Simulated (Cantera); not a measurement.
Cantera run:

```python
import numpy as np
import cantera as ct

gas_names = """
    C CN CO CO2 C2 CCN CNC C2N2 C2O C3 C3O2 C4 C4N2 C5 N NCO NO NO2 NO3 N2 N2O O O2 O3 Pb PbO Pb2
""".split()
cond_names = """
    C(gr) Pb(cr) Pb(L) PbO(rd) PbO(yw) PbO(L) PbO2(s) Pb3O4(s)
""".split()


# ... load() reads the species with a 1 bar reference pressure and builds the phases ...
atoms = {
    'PbO': {'Pb': 1, 'O': 1},
    'CO': {'C': 1, 'O': 1},
    'N2': {'N': 2},
}
top_T = {'C(gr)': 4500, 'Pb3O4(s)': 820}  # K; cautious upper limits of use, not melting points


# ... equilibrate(T, P, feed) seeds the gas with the atoms and calls Mixture.equilibrate('TP', solver="vcs", rtol=1e-11, max_steps=5000) ...
results = []
feed = {'PbO': 1, 'CO': 10, 'N2': 14}  # mol
T = 1525  # K
for P in [10, 36, 130, 460, 1700, 6000, 22000, 77000, 280000, 1000000]:
    mix = equilibrate(T, P, feed)
    results.append((T, P, feed, dict(zip(mix.species_names, mix.species_moles))))
    x = sorted(zip(gas.X, gas.species_names), reverse=True)
    print(f"T = {T:g} K  P = {P:g} Pa  gas = {mix.phase_moles(0):.4g} mol")
    print("   x: " + "  ".join(f"{s} {v:.3e}" for v, s in x if v > 0.0001))
    print("   condensed (mol): " + ("  ".join(f"{mix.phase(i).name} {mix.phase_moles(i):.4g}"
          for i in range(1, mix.n_phases) if mix.phase_moles(i) > 1e-12) or "none"))
```

It prints:

```
T = 1525 K  P = 10 Pa  gas = 25 mol
   x: N2 5.600e-01  CO 3.600e-01  Pb 3.999e-02  CO2 3.999e-02
   condensed (mol): none
T = 1525 K  P = 36 Pa  gas = 25 mol
   x: N2 5.600e-01  CO 3.600e-01  Pb 3.999e-02  CO2 3.999e-02
   condensed (mol): none
T = 1525 K  P = 130 Pa  gas = 25 mol
   x: N2 5.600e-01  CO 3.600e-01  CO2 3.999e-02  Pb 3.999e-02
   condensed (mol): none
T = 1525 K  P = 460 Pa  gas = 25 mol
   x: N2 5.600e-01  CO 3.600e-01  CO2 3.999e-02  Pb 3.999e-02
   condensed (mol): none
T = 1525 K  P = 1700 Pa  gas = 25 mol
   x: N2 5.600e-01  CO 3.600e-01  CO2 3.999e-02  Pb 3.999e-02
   condensed (mol): none
T = 1525 K  P = 6000 Pa  gas = 25 mol
   x: N2 5.600e-01  CO 3.600e-01  CO2 3.999e-02  Pb 3.999e-02
   condensed (mol): none
T = 1525 K  P = 22000 Pa  gas = 25 mol
   x: N2 5.600e-01  CO 3.600e-01  CO2 3.999e-02  Pb 3.998e-02
   condensed (mol): none
T = 1525 K  P = 77000 Pa  gas = 25 mol
   x: N2 5.600e-01  CO 3.600e-01  CO2 4.000e-02  Pb 3.996e-02
   condensed (mol): none
T = 1525 K  P = 280000 Pa  gas = 24.27 mol
   x: N2 5.768e-01  CO 3.708e-01  CO2 4.120e-02  Pb 1.112e-02
   condensed (mol): Pb(L) 0.7299
T = 1525 K  P = 1e+06 Pa  gas = 24.07 mol
   x: N2 5.815e-01  CO 3.738e-01  CO2 4.154e-02  Pb 3.113e-03
   condensed (mol): Pb(L) 0.925
```

Cantera equilibrium calculation (NASA polynomials, part measured and part estimated; ideal gas, pure solids and liquids).
